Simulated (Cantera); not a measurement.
Mixture: 10.4 % CH4, 5.90 % H2, 16.9 % O2, 63.6 % N2, 3.31 % H2O, at 101000 Pa, adiabatic and at constant volume. Ignition delay is the time to a rise of 400 K.

Detailed kinetics in Cantera: GRI-Mech 3.0 (53 species, 325 reactions).

Question: At T0 = 1675 K, what is the delay, and which 6 reactions control it most (d ln τ / d ln k, from doubling and halving each rate constant)?

Answer: The delay is 89.6 µs.
```json
[
 {"reaction": "H + O2 <=> O + OH", "d ln τ / d ln k": "-0.81", "faster rate": "shortens it"},
 {"reaction": "CH4 + H <=> CH3 + H2", "d ln τ / d ln k": "0.20", "faster rate": "lengthens it"},
 {"reaction": "CH4 + OH <=> CH3 + H2O", "d ln τ / d ln k": "0.16", "faster rate": "lengthens it"},
 {"reaction": "H2 + OH <=> H + H2O", "d ln τ / d ln k": "-0.14", "faster rate": "shortens it"},
 {"reaction": "CH3 + O2 <=> CH3O + O", "d ln τ / d ln k": "-0.13", "faster rate": "shortens it"},
 {"reaction": "2 CH3 (+M) <=> C2H6 (+M)", "d ln τ / d ln k": "0.12", "faster rate": "lengthens it"}
]
```
